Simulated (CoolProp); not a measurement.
Vapour-liquid equilibrium of toluene (1) + n-decane (2) at 45.05 °C; x and y are mole fractions of (1).

The numbers come from the multi-fluid Helmholtz-energy mixture model, Lemmon 2006 and Lemmon 2006; pair parameters Bell 2016 in CoolProp.

| x | bubble pressure (kPa) | y at the bubble point | dew pressure at overall composition x (kPa) | liquid density (mol/L) |
|---|---|---|---|---|
| 0.05 | 1.193 | 0.474 | 0.6930 | 5.120 |
| 0.15 | 2.313 | 0.758 | 0.7690 | 5.384 |
| 0.25 | 3.429 | 0.856 | 0.8637 | 5.671 |
| 0.35 | 4.480 | 0.903 | 0.9851 | 5.987 |
| 0.45 | 5.439 | 0.931 | 1.146 | 6.335 |
| 0.55 | 6.309 | 0.950 | 1.371 | 6.721 |
| 0.65 | 7.112 | 0.963 | 1.705 | 7.152 |
| 0.75 | 7.882 | 0.975 | 2.257 | 7.635 |
| 0.85 | 8.657 | 0.985 | 3.339 | 8.183 |
| 0.95 | 9.474 | 0.995 | 6.323 | 8.807 |

No azeotrope shows between x = 0.05 and 0.95.

The pair parameters rest on a limited set of measurements; away from them the model extrapolates.
